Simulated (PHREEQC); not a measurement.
Make-up at 20 °C: 0.28 mol/kgw MnSO4, 0.037 mol/kgw H3AsO4 and 0.26 mol/kgw Na2SO4. Closed to the air; pH follows from the charge balance.

Model: ion-association model, wateq4f.dat, run in PHREEQC.

| quantity | before | after |
|---|---|---|
| pH | 2.45 | 2.31 |
| ionic strength (mol/kgw) | 1.12 | 0.587 |
| SO4-2 (mol/kgw) | 0.280 | 0.133 |
| MnSO4 (mol/kgw) | 0.143 | 0.131 |
| Mn+2 (mol/kgw) | 0.137 | 0.149 |
| H2AsO4- (mol/kgw) | 0.0259 | 0.0231 |
| SI of Mn3(AsO4)2:8H2O (Mn3(AsO4)2:8H2O) | -7.36 | -7.69 |
| SI of Pyrochroite (Mn(OH)2) | -11.88 | -12.03 |

**Question.** Name the change that produced these shifts.
A) 0.058 mol/kgw ZnBr2 added
B) 0.0055 mol/kgw LiF added
C) diluted 10-fold with water
D) Na2SO4 left out

**Answer.** D, Na2SO4 left out

This is a speciation only: nothing precipitates in the calculation. The ionic strength passes 0.7 mol/kgw, the rough limit of the ion-association models, in before. The database has no arsenate complexes of Mn.
